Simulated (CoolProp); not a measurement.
R13 at 380.48 K and 0.523 MPa is throttled through a valve to 0.308 MPa with no heat exchange. Each further row changes one setting.

Model: reference Helmholtz-energy equation of state, Platzer 1990, in CoolProp. This equation is an older, rougher fit.

```csv
case,temperature change (K),final density (kg/m³)
as stated,…,10.3
outlet pressure 0.0924 MPa,…,…
outlet pressure 0.4 MPa,…,13.4
```

Problem. Complete the blanks.

Solution. 
- as stated, temperature change (K): -1.3
- outlet pressure 0.0924 MPa, temperature change (K): -2.6
- outlet pressure 0.0924 MPa, final density (kg/m³): 3.08
- outlet pressure 0.4 MPa, temperature change (K): -0.7
